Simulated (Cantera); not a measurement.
## Halide evaporation, hydrolysis and transport: FeCl2 + HCl + N2

Input: 1 mol FeCl2, 0.13 mol HCl, 39 mol N2, at 10.0 mbar.

Equilibrium computed with Cantera from the NASA thermochemical tables; the gas is ideal and each condensed phase is pure. Candidate condensed phases: Fe, FeCl2, FeCl3, NH4Cl; 18 gas species. Kinetics and transport are ignored.

| T (K) | log p N2 | log p FeCl2 | log p Cl | log p HCl |
|---|---|---|---|---|
| 1598 | -2.01 | -3.60 | -5.78 | -4.51 |
| 1648 | -2.01 | -3.60 | -5.59 | -4.51 |
| 1698 | -2.01 | -3.61 | -5.40 | -4.51 |
| 1748 | -2.01 | -3.61 | -5.19 | -4.51 |
| 1798 | -2.01 | -3.61 | -4.99 | -4.51 |
| 1848 | -2.01 | -3.62 | -4.79 | -4.51 |
| 1898 | -2.01 | -3.63 | -4.60 | -4.51 |
| 1948 | -2.01 | -3.64 | -4.42 | -4.51 |
log p: log10 of the partial pressure in bar; nothing condenses.

From 1598 K to 1948 K nothing is condensed. The main Fe-bearing gas is FeCl2 throughout.
